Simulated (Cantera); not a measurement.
A perfectly stirred reactor is fed with CH4 : O2 : N2 = 1 : 3.7 : 13.9 (molar parts), equivalence ratio 0.54, at 0.430 bar; it is adiabatic with a 348 K inlet, and is followed from long to short residence time, starting on the burning branch (τ in s: 0.12, 0.044, 0.016, 0.006, 0.0022, 0.00082, 0.0003, 0.00011, 4.1e-05).

Computed with Cantera and GRI-Mech 3.0 (53 species, 325 reactions).

Question: Predict: blow-out, bracketed by the residence times tried; x(CH4) at τ = 0.120 s; x(O2) at τ = 0.120 s; x(H2) at τ = 0.120 s; x(H2O2) at τ = 0.120 s; x(CH4) at τ = 2.20 ms; x(O2) at τ = 2.20 ms; x(H2) at τ = 2.20 ms; x(H2O2) at τ = 2.20 ms.

Answer: blow-out, bracketed by the residence times tried: burning at 0.820 ms, out at 0.300 ms
x(CH4) at τ = 0.120 s: 2.16e-5
x(O2) at τ = 0.120 s: 0.0913
x(H2) at τ = 0.120 s: 0.000153
x(H2O2) at τ = 0.120 s: 1.04e-7
x(CH4) at τ = 2.20 ms: 0.000352
x(O2) at τ = 2.20 ms: 0.0946
x(H2) at τ = 2.20 ms: 0.00160
x(H2O2) at τ = 2.20 ms: 5.86e-7
